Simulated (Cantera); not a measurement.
Feed: 1 mol borazine, 1.2 mol O₂, 3 mol H₂, held at 10.0 mbar.

Equilibrium computed with Cantera from the NASA thermochemical tables; the gas is ideal and each condensed phase is pure. Candidate condensed phases: B, BN, B₂O₃, B₃O₃H₃, H₂O; 39 gas species. The feed counts by its element totals alone. The tables' values for BH₂ are old estimates; treat these amounts as uncertain. The numbers say what is thermodynamically allowed, not how fast it happens.

Q: At 2025 K, list the 7 most abundant gas species with their mole fractions, and the condensed phases.

A: H₂ 0.632, N₂ 0.137, HBO 0.115, B₂O₂ 0.0550, BO 0.0395, H 0.0153, B₂O₃ 0.00397. Condensed: BN(s).
